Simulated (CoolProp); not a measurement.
n-perfluorohexane along the isotherm 450 K: fugacity coefficient from the reference equation and from simpler models built on Tc = 448.0 K, pc = 1742 kPa, ω = 0.497; each cubic takes its own stable root.

The numbers come from the reference Helmholtz-energy equation of state, Gao 2022 in CoolProp.

| p (kPa) | phase | reference |
|---|---|---|
| 8.26 | gas | 0.9984 |
| 17 | gas | 0.9966 |
| 34.8 | gas | 0.9931 |
| 71.5 | gas | 0.9859 |
| 147 | gas | 0.9710 |
| 302 | gas | 0.9407 |
| 619 | gas | 0.8794 |
| 1270 | gas | 0.7543 |
| 2610 | supercritical | 0.4813 |

Question: How far does each simpler model (van der Waals, Redlich-Kwong, Soave-Redlich-Kwong, Peng-Robinson) lie from the reference over these 9 states: mean and median of the absolute difference, and the worst?

Answer: 
- van der Waals: mean 2.1 %, median 0.4 %, worst +10.7 % at 450 K and 2610 kPa
- Redlich-Kwong: mean 0.7 %, median 0.1 %, worst +4.3 % at 450 K and 2610 kPa
- Soave-Redlich-Kwong: mean 0.8 %, median 0.1 %, worst +4.9 % at 450 K and 2610 kPa
- Peng-Robinson: mean 0.4 %, median 0.2 %, worst -1.4 % at 450 K and 1270 kPa
